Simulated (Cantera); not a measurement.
Charge: 1 mol FeS, 3.1 mol SO₃, 0.28 mol H₂O, equilibrated at 752 °C and 72.0 mbar.

Cantera equilibrium calculation (NASA polynomials, part measured and part estimated; ideal gas, pure solids and liquids). Candidate condensed phases: Fe, FeO, Fe(OH)₂, Fe(OH)₃, FeS, FeSO₄, FeS₂, Fe₂O₃, Fe₂(SO₄)₃, Fe₃O₄, H₂O, H₂SO₄, S; 22 gas species. Gases not in the tables: S₃ to S₇. Rates play no part.

Base state: SO₂ 0.922, H₂O 0.0642, S₂ 0.0123, S₂O 0.00106, H₂S 0.000488, H₂ 0.000157, SO 5.81e-5 (mole fractions); condensed: Fe₃O₄(s).

**Question.** What changes in the equilibrium state with this change: SO₃ from 3.1 to 3.6 mol?

**Answer.** 
```tsv
species	before	after
SO₂	0.922	0.925
H₂O	0.0642	0.0572
SO₃	9.24e-8	0.0160
S₂	0.0123	<1e-9
O₂	<1e-9	0.00225
S₂O	0.00106	<1e-9
H₂S	0.000488	<1e-9
Fe₃O₄(s), mol	0.333	0
Fe₂O₃(s), mol	0	0.500
```

**Question.** What changes in the equilibrium state with this change: temperature from 752 °C to 402 °C?

**Answer.** 
| species | before | after |
|---|---|---|
| SO₂ | 0.922 | 0.935 |
| H₂O | 0.0642 | 0.0651 |
| S₂ | 0.0123 | 0.000151 |
| S₂O | 0.00106 | 5.00e-5 |
| SO | 5.81e-5 | 1.19e-8 |
| H₂ | 0.000157 | 9.71e-7 |
| H₂S | 0.000488 | 7.56e-5 |
| Fe₃O₄(s), mol | 0.333 | 0.319 |
| FeS₂(s), mol | 0 | 0.0430 |
